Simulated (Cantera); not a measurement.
Thermodynamics of silicon epitaxy and polysilicon growth, feed SiH₂Cl₂ + HCl + H₂

Input: 1 mol SiH₂Cl₂, 4.2 mol HCl, 470 mol H₂, equilibrated at 1 atm.

Cantera equilibrium calculation (NASA polynomials, part measured and part estimated; ideal gas, pure solids and liquids). Candidate condensed phases: Si; 19 gas species. The tables' values for SiCl₃ are old estimates; treat these amounts as uncertain. Gases not in the tables: Si₂H₆ and higher silanes. Rates play no part.

```json
[
 {"T (K)": "1075", "x H₂": "0.991", "x HCl": "0.00648", "x SiHCl₃": "0.00113", "x SiCl₄": "0.000596", "x SiCl₂": "6.16e-5", "x SiH₂Cl₂": "0.000252", "n Si(s)": "0"},
 {"T (K)": "1125", "x H₂": "0.990", "x HCl": "0.00775", "x SiHCl₃": "0.000901", "x SiCl₄": "0.000406", "x SiCl₂": "0.000129", "x SiH₂Cl₂": "0.000245", "n Si(s)": "0.161"},
 {"T (K)": "1175", "x H₂": "0.989", "x HCl": "0.00931", "x SiHCl₃": "0.000592", "x SiCl₄": "0.000236", "x SiCl₂": "0.000200", "x SiH₂Cl₂": "0.000190", "n Si(s)": "0.379"},
 {"T (K)": "1225", "x H₂": "0.989", "x HCl": "0.0105", "x SiHCl₃": "0.000349", "x SiCl₄": "0.000119", "x SiCl₂": "0.000271", "x SiH₂Cl₂": "0.000137", "n Si(s)": "0.546"},
 {"T (K)": "1275", "x H₂": "0.988", "x HCl": "0.0112", "x SiHCl₃": "0.000189", "x SiCl₄": "5.33e-5", "x SiCl₂": "0.000331", "x SiH₂Cl₂": "9.32e-5", "n Si(s)": "0.652"},
 {"T (K)": "1325", "x H₂": "0.988", "x HCl": "0.0116", "x SiHCl₃": "9.90e-5", "x SiCl₄": "2.28e-5", "x SiCl₂": "0.000375", "x SiH₂Cl₂": "6.17e-5", "n Si(s)": "0.709"},
 {"T (K)": "1375", "x H₂": "0.988", "x HCl": "0.0118", "x SiHCl₃": "5.18e-5", "x SiCl₄": "9.73e-6", "x SiCl₂": "0.000408", "x SiH₂Cl₂": "4.09e-5", "n Si(s)": "0.738"},
 {"T (K)": "1425", "x H₂": "0.988", "x HCl": "0.0119", "x SiHCl₃": "2.77e-5", "x SiCl₄": "4.28e-6", "x SiCl₂": "0.000435", "x SiH₂Cl₂": "2.74e-5", "n Si(s)": "0.750"},
 {"T (K)": "1475", "x H₂": "0.988", "x HCl": "0.0120", "x SiHCl₃": "1.53e-5", "x SiCl₄": "1.96e-6", "x SiCl₂": "0.000456", "x SiH₂Cl₂": "1.88e-5", "n Si(s)": "0.754"},
 {"T (K)": "1525", "x H₂": "0.987", "x HCl": "0.0120", "x SiHCl₃": "8.75e-6", "x SiCl₄": "9.38e-7", "x SiCl₂": "0.000475", "x SiH₂Cl₂": "1.31e-5", "n Si(s)": "0.753"},
 {"T (K)": "1575", "x H₂": "0.987", "x HCl": "0.0120", "x SiHCl₃": "5.16e-6", "x SiCl₄": "4.69e-7", "x SiCl₂": "0.000492", "x SiH₂Cl₂": "9.38e-6", "n Si(s)": "0.749"},
 {"T (K)": "1625", "x H₂": "0.987", "x HCl": "0.0120", "x SiHCl₃": "3.14e-6", "x SiCl₄": "2.44e-7", "x SiCl₂": "0.000507", "x SiH₂Cl₂": "6.83e-6", "n Si(s)": "0.744"},
 {"T (K)": "1675", "x H₂": "0.987", "x HCl": "0.0119", "x SiHCl₃": "1.97e-6", "x SiCl₄": "1.32e-7", "x SiCl₂": "0.000521", "x SiH₂Cl₂": "5.07e-6", "n Si(s)": "0.737"}
]
```
x: gas mole fraction; n: condensed amount in mol.

At 1075 K nothing is condensed. From 1125 K to 1675 K the condensed part is Si(s). The main Si-bearing gas is SiHCl₃ at 1075 K and SiCl₂ at 1675 K. The share of Si in condensed phases is highest at 1475 K (75.4 %) and lowest at 1075 K (0.0 %).
